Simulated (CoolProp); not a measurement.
Properties of acetone at several states.

Computed with CoolProp (reference Helmholtz-energy equation of state, Lemmon 2006). It is a short technical equation, of lower accuracy than the large ones.

```tsv
T (°C)	p (kPa)	phase	cv (kJ/(kg K))	speed of sound (m/s)	Joule-Thomson coefficient (K/MPa)	expansivity (1/kK)
122.15	9640	liquid	1.740	829.7	-0.1655	1.841
158.75	13.2	gas	…	259.6	21.32	2.333
261.75	735	gas	1.843	…	9.968	2.253
259.35	711	gas	1.836	…	…	2.256
```

Task: Fill in the missing entries.

Result: 
- 158.75, cv (kJ/(kg K)): 1.537
- 261.75, speed of sound (m/s): 274.9
- 259.35, speed of sound (m/s): 274.5
- 259.35, Joule-Thomson coefficient (K/MPa): 10.11
